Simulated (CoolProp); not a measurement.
Properties of methanol along the isotherm 489 K (Tc = 513.4 K, pc = 82.16 bar, ω = 0.565).

Computed with CoolProp (reference Helmholtz-energy equation of state, de Reuck 1993).

```csv
p (bar),phase,density (kg/m³),Joule-Thomson coefficient (K/MPa),expansivity (1/kK),Prandtl number
31.6,gas,31.10,14.93,5.486,1.26
63.2,liquid,513.8,0.9404,[?],2.63
94.8,liquid,541.5,0.5584,5.306,2.49
126,liquid,560.0,[?],4.228,2.47
158,liquid,574.8,0.2801,3.594,2.48
190,liquid,587.0,0.2059,3.170,[?]
221,liquid,597.3,0.1521,2.870,2.53
253,liquid,606.6,0.1086,2.631,2.55
284,liquid,614.8,0.07452,2.446,2.58
316,liquid,622.4,0.04541,2.289,2.60
348,liquid,629.5,0.02092,[?],2.62
379,liquid,635.8,[?],2.048,2.65
411,liquid,641.9,-0.01756,1.951,[?]
```

Question: What belongs in the gaps?

Answer: 
- 63.2, expansivity (1/kK): 8.077
- 126, Joule-Thomson coefficient (K/MPa): 0.3873
- 190, Prandtl number: 2.50
- 348, expansivity (1/kK): 2.157
- 379, Joule-Thomson coefficient (K/MPa): 0.0006090
- 411, Prandtl number: 2.67

Viscosity comes from a separate model (Xiang 2006). Thermal conductivity comes from a separate model (Sykioti 2013).
